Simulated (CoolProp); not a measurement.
The numbers come from the reference Helmholtz-energy equation of state, de Reuck 1990 in CoolProp.

### Question
For fluorine, give the phase and the cv (kJ/(kg K)), Joule-Thomson coefficient (K/MPa), isothermal compressibility (1/MPa), expansivity (1/kK) at -161.75 °C and 7610 kPa; -74.75 °C and 7610 kPa; -2.15 °C and 7610 kPa.

### Answer
- -161.75 °C and 7610 kPa: liquid; cv 0.754, Joule-Thomson coefficient -0.150, isothermal compressibility 0.00378, expansivity 6.13
- -74.75 °C and 7610 kPa: supercritical; cv 0.629, Joule-Thomson coefficient 3.56, isothermal compressibility 0.157, expansivity 9.46
- -2.15 °C and 7610 kPa: supercritical; cv 0.607, Joule-Thomson coefficient 1.90, isothermal compressibility 0.135, expansivity 4.55
